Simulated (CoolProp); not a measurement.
Model: reference Helmholtz-energy equation of state, Colonna 2008, in CoolProp. It is a short technical equation, of lower accuracy than the large ones.

### Question
Give the vapour pressure (kPa), liquid density (kg/m³), vapour density (kg/m³), enthalpy of vaporisation (kJ/kg) of saturated dodecamethylcyclohexasiloxane (D6) at 491.7, 508.5 K.

### Answer
| T (K) | p (kPa) | liquid density (kg/m³) | vapour density (kg/m³) | enthalpy of vaporisation (kJ/kg) |
|---|---|---|---|---|
| 491.7 | 54.2 | 742 | 6.27 | 107 |
| 508.5 | 81.4 | 719 | 9.33 | 102 |
